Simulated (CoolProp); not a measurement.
Vapour-liquid equilibrium of dimethyl ether (1) + n-hexane (2) at 241 kPa; x and y are mole fractions of (1).

Values from CoolProp's multi-fluid Helmholtz-energy mixture model, Wu 2011 and Thol 2019; pair parameters Bell 2016.

```tsv
x	bubble temperature (K)	y at the bubble point	dew temperature at overall composition x (K)	liquid density (mol/L)
0.05	351.2	0.447	370.3	___
0.125	327.7	0.751	367.2	___
0.2	312.5	0.866	363.9	8.253
0.275	302.3	0.917	360.3	8.736
0.35	295.3	0.943	356.6	9.218
0.425	290.1	0.959	352.5	9.716
0.5	286.2	0.969	347.9	10.24
0.575	283.1	0.976	342.9	10.80
0.65	280.4	0.981	337.1	___
0.725	278.1	0.986	330.4	12.08
0.8	275.9	0.990	322.0	12.82
0.875	273.8	0.994	310.9	13.65
0.95	271.7	0.997	293.1	14.59
```

**Question.** What belongs in the gaps?

**Answer.** 
- 0.05, liquid density (mol/L): 7.178
- 0.125, liquid density (mol/L): 7.746
- 0.65, liquid density (mol/L): 11.41

No azeotrope shows between x = 0.05 and 0.95.

Pair parameters are fitted to limited data, so mixtures are less certain than the pure fluids.
